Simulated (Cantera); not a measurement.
A freely propagating, adiabatic, planar premixed flame of 41.3 % H₂, 10.9 % O₂, 47.9 % N₂, equivalence ratio 1.9, unburnt at 300 K and 3750 Torr; mixture-averaged transport, grid criteria slope 0.08 and curve 0.16, no radiation.

Detailed kinetics in Cantera: the H2/O2 subset of GRI-Mech 3.0, which has no nitrogen chemistry. The hydrogen kinetics of GRI-Mech 3.0 are dated; newer H2 mechanisms differ, most at raised pressure. Burning velocities carry a grid error of a few per cent, more on coarse grids.

**Question.** Predict: laminar burning velocity; thermal thickness; peak x(OH); peak x(HO₂); peak x(O); peak x(H).

**Answer.** 
```
Quantity                     Result
------------------------  ---------
laminar burning velocity   227 cm/s
thermal thickness         0.0474 mm
peak x(OH)                  0.00218
peak x(HO₂)                 0.00104
peak x(O)                   0.00128
peak x(H)                    0.0304
```
